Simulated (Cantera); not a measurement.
Cantera run:

```python
import numpy as np
import cantera as ct

gas_names = """
    CL CLO CL2 N NO NO2 NO3 N2 N2O O O2 O3 Si SiCL SiCL2 SiCL3 SiCL4 SiN SiO SiO2 Si2 Si2N Si3
""".split()
cond_names = """
    Si(cr) Si(L) SiO2(Lqz) SiO2(hqz) SiO2(L) Si2N2O(s) Si3N4(a)
""".split()


# ... load() reads the species with a 1 bar reference pressure and builds the phases ...
atoms = {
    'SiCl4': {'Si': 1, 'CL': 4},
    'NO': {'N': 1, 'O': 1},
    'N2': {'N': 2},
}
top_T = {'Si2N2O(s)': 2100, 'Si3N4(a)': 2400}  # K; cautious upper limits of use, not melting points


# ... equilibrate(T, P, feed) seeds the gas with the atoms and calls Mixture.equilibrate('TP', solver="vcs", rtol=1e-11, max_steps=5000) ...
results = []
feed = {'SiCl4': 1, 'NO': 30, 'N2': 8}  # mol
T = 1598.15  # K
P = 1333.22  # Pa
mix = equilibrate(T, P, feed)
results.append((T, P, feed, dict(zip(mix.species_names, mix.species_moles))))
x = sorted(zip(gas.X, gas.species_names), reverse=True)
print(f"T = {T:g} K  P = {P:g} Pa  gas = {mix.phase_moles(0):.4g} mol")
print("   x: " + "  ".join(f"{s} {v:.3e}" for v, s in x if v > 0.0001))
print("   condensed (mol): " + ("  ".join(f"{mix.phase(i).name} {mix.phase_moles(i):.4g}"
      for i in range(1, mix.n_phases) if mix.phase_moles(i) > 1e-12) or "none"))
```

Result:

```
T = 1598.15 K  P = 1333.22 Pa  gas = 40.68 mol
   x: N2 5.643e-01  O2 3.430e-01  CL 8.274e-02  CL2 7.727e-03  NO 2.077e-03  CLO 1.223e-04
   condensed (mol): SiO2(hqz) 1
```

Method: chemical equilibrium by Gibbs-energy minimisation in Cantera with the NASA 1993 tables (ideal gas, pure condensed phases). The tables hold silica as quartz up to 1696 K and as liquid above; real silica turns to tridymite and cristobalite and melts near 1996 K.
